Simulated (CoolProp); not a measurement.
Properties of C3F8 (R218) along the isobar 0.101 MPa.

Model: reference Helmholtz-energy equation of state, Lemmon 2006, in CoolProp. It is a short technical equation, of lower accuracy than the large ones.

```csv
T (K),phase,Z,cp (kJ/(kg K)),cv (kJ/(kg K)),Joule-Thomson coefficient (K/MPa),conductivity (mW/(m K))
340.2,gas,0.9868,0.8552,0.8079,8.221,15.9
351.3,gas,0.9882,0.8700,0.8230,7.460,16.8
362.4,gas,0.9894,0.8844,0.8377,6.808,17.8
373.5,gas,0.9905,0.8984,0.8520,6.244,18.7
384.6,gas,0.9915,0.9121,0.8658,5.754,19.7
395.7,gas,0.9923,0.9253,0.8792,5.323,20.7
406.7,gas,0.9931,0.9380,0.8920,4.946,21.7
417.8,gas,0.9937,0.9503,0.9045,4.608,22.7
428.9,gas,0.9943,0.9623,0.9166,4.305,23.8
440,gas,0.9949,0.9738,0.9282,4.034,24.8
```

Thermal conductivity comes from a separate model (Huber 2003), an estimate that may be off by 10 % or more.
